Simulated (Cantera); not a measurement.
# Reactions in the system F-H-Pb

Standard-state values (1 bar) from the NASA 1993 polynomials, evaluated with Cantera. Values are per mole of reaction as written; species without (g) are pure solids or liquids, kept so even where they would boil at 1 bar.

PbF₂ + 2 H(g) → 2 HF(g) + Pb

```
T (K)  ΔH° (kJ)  ΔS° (J/K)  ΔG° (kJ)  log10 K  condensed phases
-----  --------  ---------  --------  -------  ----------------
300      -304.2       69.8    -325.1    56.61    PbF₂(s), Pb(s)
1575     -382.2      -18.6    -352.9    11.70    PbF₂(l), Pb(l)
1650     -386.5      -21.2    -351.4    11.12    PbF₂(l), Pb(l)
1725     -390.7      -23.8    -349.7    10.59    PbF₂(l), Pb(l)
1800     -394.9      -26.1    -347.8    10.09    PbF₂(l), Pb(l)
1875     -399.0      -28.4    -345.8     9.63    PbF₂(l), Pb(l)
1950     -403.1      -30.5    -343.6     9.20    PbF₂(l), Pb(l)
```
